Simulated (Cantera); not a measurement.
A closed system holds: 1 mol SiH2Cl2, 0.92 mol C3H8, 64 mol H2, at 398 Torr.

Equilibrium computed with Cantera from the NASA thermochemical tables; the gas is ideal and each condensed phase is pure. Candidate condensed phases: C, C6H6, C7H8, C8H18, Si, SiC; 109 gas species. Equilibrium is a limit: real reactors are often held back by kinetics, nucleation or transport. All values below are at 1027 °C.

Base state: H2 0.967, HCl 0.0288, CH4 0.00390 (mole fractions); condensed: C(graphite) + SiC(s).

Q: What changes in the equilibrium state with this change: C3H8 from 0.92 to 0.015 mol?

A: 
```json
[
 {"species": "H2", "before": "0.967", "after": "0.974"},
 {"species": "HCl", "before": "0.0288", "after": "0.0232"},
 {"species": "SiCl2", "before": "6.76e-6", "after": "0.00147"},
 {"species": "CH4", "before": "0.00390", "after": "1.17e-5"},
 {"species": "SiH3Cl", "before": "4.50e-8", "after": "1.23e-5"},
 {"species": "SiH2Cl2", "before": "7.41e-7", "after": "0.000162"},
 {"species": "C(graphite), mol", "before": "1.49", "after": "0"},
 {"species": "SiC(s), mol", "before": "0.999", "after": "0.0442"},
 {"species": "Si(s), mol", "before": "0", "after": "0.769"}
]
```
Mutual solubility and eutectic melting of coexisting phases are not modelled. The tables' values for SiCl3 are old estimates; treat these amounts as uncertain.
